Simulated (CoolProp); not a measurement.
A Linde-Hampson liquefier for carbon monoxide: isothermal reversible compression at 290 K from 1 atm to 20 MPa, throttling to 1 atm, return gas leaving the recuperator 2 K below the feed. Each further row changes one setting.

Computed with CoolProp (reference Helmholtz-energy equation of state, Lemmon 2006). It is a short technical equation, of lower accuracy than the large ones.

| case | liquid yield per pass | compression work (kJ/kg of gas) |
|---|---|---|
| as stated | 0.089 | 453 |
| high pressure 40 MPa | 0.112 | 519 |
| warm-end temperature 320 K | 0.065 | 503 |
| warm-end gap 7 K | 0.078 | 453 |
